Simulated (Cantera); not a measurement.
Feed: 1 mol SiC, 0.79 mol N2O, 1.1 mol N2, 1.2 mol CO2, at 0.0473 Torr.

Cantera equilibrium calculation (NASA polynomials, part measured and part estimated; ideal gas, pure solids and liquids). Candidate condensed phases: C, Si, SiC, SiO2, Si2N2O, Si3N4; 34 gas species. Mutual solubility and eutectic melting of coexisting phases are not modelled. The tables hold silica as quartz up to 1696 K and as liquid above; real silica turns to tridymite and cristobalite and melts near 1996 K. Rates play no part. All values below are at 925 °C.

Base state: CO 0.586, N2 0.414, SiO 4.45e-5 (mole fractions); condensed: SiO2(β-quartz) + Si2N2O(s).

Question: What changes in the equilibrium state with this change: SiC replaced by Si?

Answer: 
| species | before | after |
|---|---|---|
| N2 | 0.414 | 0.611 |
| CO | 0.586 | 0.389 |
| SiO | 4.45e-5 | 3.91e-5 |
| SiO2(β-quartz), mol | 0.327 | 0.993 |
| Si2N2O(s), mol | 0.337 | 0.00330 |
